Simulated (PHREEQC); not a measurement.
Alkaline etch or developer

Consider water at 25 °C with 0.0045 mol NaOH per kg of water. It is in equilibrium with CO2 at log p = -3.5 (atm). Otherwise closed; pH follows from the charge balance.

Equilibrium calculation in PHREEQC: ion-association model, phreeqc.dat.

No solid was allowed to form.

Problem. What pH, specific conductance, ionic strength does the model give?

Solution. pH 8.90; specific conductance 411 µS/cm; ionic strength 0.00467 mol/kgw.

Problem. In which forms is C present?

Solution. HCO3- 95 %, CO3-2 4.4 % of the C.
